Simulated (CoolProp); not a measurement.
A Linde-Hampson liquefier for normal hydrogen: isothermal reversible compression at 230 K from 1 atm to 10 MPa, throttling to 1 atm, return gas leaving the recuperator 0 K below the feed. Each further row changes one setting.

The numbers come from the reference Helmholtz-energy equation of state, Leachman 2009 in CoolProp.

| case | compression work (kJ/kg of gas) |
|---|---|
| as stated | 4420 |
| high pressure 20 MPa | 5150 |
| warm-end temperature 260 K | 4990 |
| warm-end gap 5 K | 4420 |
